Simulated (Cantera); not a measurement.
Stirred combustor or abatement burner

A perfectly stirred reactor is fed with 2.61 % CH4, 1.15 % C2H6, 0.444 % C3H8, 20.1 % O2, 75.7 % N2, at 760 Torr; it is adiabatic with a 325 K inlet, and is followed from long to short residence time, starting on the burning branch (τ in s: 0.17, 0.064, 0.024, 0.009, 0.0034, 0.0013, 0.00047, 0.00018, 6.6e-05, 2.5e-05, 9.3e-06, 3.5e-06).

Computed with Cantera and GRI-Mech 3.0 (53 species, 325 reactions).

```json
[
 {"τ (s)": "0.17", "T (K)": "1644", "x CH4": "5.17e-6", "x C2H6": "5.72e-7", "x C3H8": "2.26e-7", "x CH2O": "7.41e-7", "x CH2CO": "1.40e-6", "x CH2": "1.52e-8"},
 {"τ (s)": "0.064", "T (K)": "1640", "x CH4": "9.61e-6", "x C2H6": "1.09e-6", "x C3H8": "4.39e-7", "x CH2O": "1.48e-6", "x CH2CO": "2.56e-6", "x CH2": "3.62e-8"},
 {"τ (s)": "0.024", "T (K)": "1633", "x CH4": "1.80e-5", "x C2H6": "2.06e-6", "x C3H8": "8.32e-7", "x CH2O": "3.01e-6", "x CH2CO": "4.50e-6", "x CH2": "8.48e-8"},
 {"τ (s)": "0.0090", "T (K)": "1620", "x CH4": "3.45e-5", "x C2H6": "3.92e-6", "x C3H8": "1.56e-6", "x CH2O": "6.22e-6", "x CH2CO": "7.47e-6", "x CH2": "1.93e-7"},
 {"τ (s)": "0.0034", "T (K)": "1599", "x CH4": "6.85e-5", "x C2H6": "7.66e-6", "x C3H8": "2.98e-6", "x CH2O": "1.30e-5", "x CH2CO": "1.19e-5", "x CH2": "4.22e-7"},
 {"τ (s)": "0.0013", "T (K)": "1560", "x CH4": "0.000149", "x C2H6": "1.62e-5", "x C3H8": "6.11e-6", "x CH2O": "2.83e-5", "x CH2CO": "1.91e-5", "x CH2": "8.89e-7"},
 {"τ (s)": "0.00047", "T (K)": "1470", "x CH4": "0.000515", "x C2H6": "5.36e-5", "x C3H8": "1.95e-5", "x CH2O": "8.50e-5", "x CH2CO": "4.17e-5", "x CH2": "2.09e-6"},
 {"τ (s)": "0.00018", "T (K)": "325", "x CH4": "0.0261", "x C2H6": "0.0115", "x C3H8": "0.00444", "x CH2O": "<1e-12", "x CH2CO": "<1e-12", "x CH2": "<1e-12"},
 {"τ (s)": "6.6e-5", "T (K)": "325", "x CH4": "0.0261", "x C2H6": "0.0115", "x C3H8": "0.00444", "x CH2O": "<1e-12", "x CH2CO": "<1e-12", "x CH2": "<1e-12"},
 {"τ (s)": "2.5e-5", "T (K)": "325", "x CH4": "0.0261", "x C2H6": "0.0115", "x C3H8": "0.00444", "x CH2O": "<1e-12", "x CH2CO": "<1e-12", "x CH2": "<1e-12"},
 {"τ (s)": "9.3e-6", "T (K)": "325", "x CH4": "0.0261", "x C2H6": "0.0115", "x C3H8": "0.00444", "x CH2O": "<1e-12", "x CH2CO": "<1e-12", "x CH2": "<1e-12"},
 {"τ (s)": "3.5e-6", "T (K)": "325", "x CH4": "0.0261", "x C2H6": "0.0115", "x C3H8": "0.00444", "x CH2O": "<1e-12", "x CH2CO": "<1e-12", "x CH2": "<1e-12"}
]
```
x: mole fraction; the columns are a selection and need not sum to one.
